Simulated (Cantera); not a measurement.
An isothermal, constant-pressure homogeneous reactor starts with N2O : H2 : N2 = 1 : 0.011 : 1.1 (molar parts), at 1400 K and 100000 Pa. Integrator tolerance rtol = 1e-08.

Detailed kinetics in Cantera: GRI-Mech 3.0 (53 species, 325 reactions). GRI-Mech 3.0 was tuned for natural gas; its chemistry of N2O as a main component is partial and can be far from experiment. The temperature is held fixed by assumption; the heat of reaction is taken as removed at once.

**Question.** What does this change do: N2O 1 to 8.1 parts?

**Answer.** 
```csv
quantity,before,after
x(N2O) at 30.0 s,8.95e-7 (gas-phase equilibrium 4.49e-8),2.44e-6 (gas-phase equilibrium 4.90e-8)
x(H2) at 30.0 s,4.76e-9 (gas-phase equilibrium 4.41e-9),7.40e-10 (gas-phase equilibrium 6.82e-10)
x(OH) at 30.0 s,5.95e-6 (gas-phase equilibrium 6.18e-6),2.97e-6 (gas-phase equilibrium 3.08e-6)
x(O2) at 30.0 s,0.163 (gas-phase equilibrium 0.189),0.260 (gas-phase equilibrium 0.305)
x(H2O) at 30.0 s,0.00422 (gas-phase equilibrium 0.00422),0.000829 (gas-phase equilibrium 0.000828)
x(H) at 30.0 s,3.38e-10 (gas-phase equilibrium 3.25e-10),1.33e-10 (gas-phase equilibrium 1.28e-10)
x(H2O2) at 30.0 s,1.90e-10 (gas-phase equilibrium 2.05e-10),4.73e-11 (gas-phase equilibrium 5.11e-11)
```

**Question.** What does this change do: temperature 1400 to 1573 K?

**Answer.** 
```tsv
quantity	before	after
x(N2O) at 30.0 s	8.95e-7 (gas-phase equilibrium 4.49e-8)	1.87e-6 (gas-phase equilibrium 1.01e-7)
x(H2) at 30.0 s	4.76e-9 (gas-phase equilibrium 4.41e-9)	5.20e-8 (gas-phase equilibrium 4.68e-8)
x(OH) at 30.0 s	5.95e-6 (gas-phase equilibrium 6.18e-6)	2.73e-5 (gas-phase equilibrium 2.87e-5)
x(O2) at 30.0 s	0.163 (gas-phase equilibrium 0.189)	0.153 (gas-phase equilibrium 0.189)
x(H2O) at 30.0 s	0.00422 (gas-phase equilibrium 0.00422)	0.00421 (gas-phase equilibrium 0.00421)
x(H) at 30.0 s	3.38e-10 (gas-phase equilibrium 3.25e-10)	9.36e-9 (gas-phase equilibrium 8.86e-9)
x(H2O2) at 30.0 s	1.90e-10 (gas-phase equilibrium 2.05e-10)	5.14e-10 (gas-phase equilibrium 5.69e-10)
```
